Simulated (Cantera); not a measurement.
A closed system holds: 1 mol CuO, 3 mol HF, 8.9 mol O2, equilibrated at 1550 K and 0.000180 bar.

Method: chemical equilibrium by Gibbs-energy minimisation in Cantera with the NASA 1993 tables (ideal gas, pure condensed phases). Candidate condensed phases: Cu, CuF2, CuO, Cu(OH)2, Cu2O, H2O; 27 gas species. Equilibrium is a limit: real reactors are often held back by kinetics, nucleation or transport.

Base state: O2 0.713, HF 0.188, CuF 0.0426, Cu 0.0343, H2O 0.0210, OH 0.000640, O 0.000492, CuO 7.23e-5 (mole fractions); condensed: gas only.

Problem. What changes in the equilibrium state with this change: temperature from 1550 K to 1825 K?

Solution. 
```
species   before     after
-------  -------  --------
O2         0.713     0.696
HF         0.188     0.210
Cu        0.0343    0.0603
CuF       0.0426    0.0146
H2O       0.0210   0.00611
H        6.07e-6  0.000200
F        6.66e-6  0.000214
```

Problem. What changes in the equilibrium state with this change: HF from 3 to 5.3 mol?

Solution. 
```
species    before     after
-------  --------  --------
O2          0.713     0.607
HF          0.188     0.305
CuF        0.0426    0.0432
Cu         0.0343    0.0225
H2O        0.0210    0.0213
CuO       7.23e-5   4.38e-5
F         6.66e-6   1.03e-5
O        0.000492  0.000454
OH       0.000640  0.000619
```

Problem. What changes in the equilibrium state with this change: pressure from 0.000180 bar to 0.0133 bar?

Solution. 
| species | before | after |
|---|---|---|
| O2 | 0.713 | 0.743 |
| HF | 0.188 | 0.218 |
| CuF | 0.0426 | 0.0252 |
| Cu | 0.0343 | 0.000533 |
| H2O | 0.0210 | 0.0126 |
| CuF2 | 3.87e-6 | 8.75e-5 |
| O | 0.000492 | 5.84e-5 |
| CuO | 7.23e-5 | 9.88e-6 |
| Cu2O(l), mol | 0 | 0.341 |
